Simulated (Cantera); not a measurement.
# Equilibrium for silicates and aluminates: SiO₂ + MgO + N₂

Charge: 1 mol SiO₂, 0.15 mol MgO, 0.57 mol N₂, held at 1000 K and 0.600 Torr.

Method: chemical equilibrium by Gibbs-energy minimisation in Cantera with the NASA 1993 tables (ideal gas, pure condensed phases). Candidate condensed phases: Mg, MgO, MgSiO₃, Mg₂SiO₄, Si, SiO₂, Si₂N₂O, Si₃N₄; 20 gas species. Condensed phases not in the tables: alloys, solid solutions and most ternary compounds. Equilibrium is a limit: real reactors are often held back by kinetics, nucleation or transport.

The x(N₂) is 1.00 and the n(MgSiO₃(s)) comes out as 0.150 mol. The n(SiO₂(β-quartz)) comes out as 0.850 mol and the gas amount is 0.5700 mol. The log10 activity of Si(s) (absent) comes out as -15.70 and the log10 activity of Mg(l) (absent) is -16.35.
